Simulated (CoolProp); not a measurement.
The numbers come from the reference Helmholtz-energy equation of state, Gao 2022 in CoolProp.

Question: Give the vapour pressure (MPa), vapour density (kg/m³), enthalpy of vaporisation (kJ/kg), liquid cp (kJ/(kg K)) of saturated n-perfluoropentane at -10.45, 33.75, 89.15 °C.

Answer: 
| T (°C) | p (MPa) | vapour density (kg/m³) | enthalpy of vaporisation (kJ/kg) | liquid cp (kJ/(kg K)) |
|---|---|---|---|---|
| -10.45 | 0.0179 | 2.40 | 101 | 0.978 |
| 33.75 | 0.119 | 14.3 | 89.3 | 1.07 |
| 89.15 | 0.598 | 72.1 | 68.7 | 1.20 |
